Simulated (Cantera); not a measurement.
An isothermal, constant-pressure homogeneous reactor starts with H2 : O2 = 0.1 : 1 (molar parts), equivalence ratio 0.050, at 1423 K and 10.00 Torr.

Cantera simulation using GRI-Mech 3.0 (53 species, 325 reactions); the numbers are that mechanism's predictions, not measurements. Radical loss at walls, strong at low pressure, is not modelled. The temperature is held fixed by assumption; the heat of reaction is taken as removed at once.

One state of this run: x H2 = 7.58e-6; x O2 = 0.904; x H = 2.16e-6; x H2O = 0.0949; x O = 0.000152; x H2O2 = 6.26e-9. x: mole fraction; the columns are a selection and need not sum to one.

Task: Which value of t (s) does it belong to?
(A) 4.00
(B) 0.0187
(C) 0.000256
(D) 1.37

Result: D, 1.37
